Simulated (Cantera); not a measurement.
**Equilibrium for hydrogen reduction and annealing atmospheres: NiS + H₂**

Charge: 1 mol NiS, 5.2 mol H₂, held at 1275 °C.

Cantera equilibrium calculation (NASA polynomials, part measured and part estimated; ideal gas, pure solids and liquids). Candidate condensed phases: Ni, NiS, NiS₂, Ni₃S₂, Ni₃S₄, S; 9 gas species. Metal and sulfide melt together well below either melting point, which pure phases cannot show. Mutual solubility and eutectic melting of coexisting phases are not modelled. Equilibrium is a limit: real reactors are often held back by kinetics, nucleation or transport.

| P (Pa) | x H₂ | x S₂ | x H₂S | x SH | x H | n Ni(s) | n Ni₃S₂(l) |
|---|---|---|---|---|---|---|---|
| 10 | 0.900 | 0.0801 | 0.00739 | 0.00523 | 0.00292 | 0.988 | 0 |
| 68 | 0.953 | 0.0297 | 0.0124 | 0.00327 | 0.00115 | 0.108 | 0.297 |
| 460 | 0.954 | 0.0176 | 0.0249 | 0.00253 | 0.000444 | 0 | 0.333 |
| 3200 | 0.945 | 0.00840 | 0.0449 | 0.00174 | 0.000167 | 0 | 0.333 |
| 22000 | 0.938 | 0.00212 | 0.0588 | 0.000870 | 6.36e-5 | 0 | 0.333 |
| 150000 | 0.936 | 0.000359 | 0.0630 | 0.000357 | 2.43e-5 | 0 | 0.333 |
| 1000000 | 0.936 | 5.53e-5 | 0.0638 | 0.000140 | 9.42e-6 | 0 | 0.333 |
x: gas mole fraction; n: condensed amount in mol.

At 10.0 Pa the condensed part is Ni(s). At 68.0 Pa the condensed part is Ni(s) + Ni₃S₂(l). From 4.60 mbar to 10.0 bar the condensed part is Ni₃S₂(l). The main Ni-bearing gas is Ni at 10.0 Pa and NiS at 10.0 bar.
